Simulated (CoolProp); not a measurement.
Vapour-liquid equilibrium of isopentane (1) + toluene (2) at 337.2 K; x and y are mole fractions of (1).

Values from CoolProp's multi-fluid Helmholtz-energy mixture model, Lemmon 2006 and Lemmon 2006; pair parameters Bell 2016.

Q: Give the bubble pressure and the first vapour's composition at x = 0.05, 0.8, 0.95. Is there an azeotrope?

A: x = 0.05: 0.04013 MPa, y = 0.480; x = 0.8: 0.2549 MPa, y = 0.972; x = 0.95: 0.2911 MPa, y = 0.992. No azeotrope shows between x = 0.05 and 0.95.

Pair parameters are fitted to limited data, so mixtures are less certain than the pure fluids.
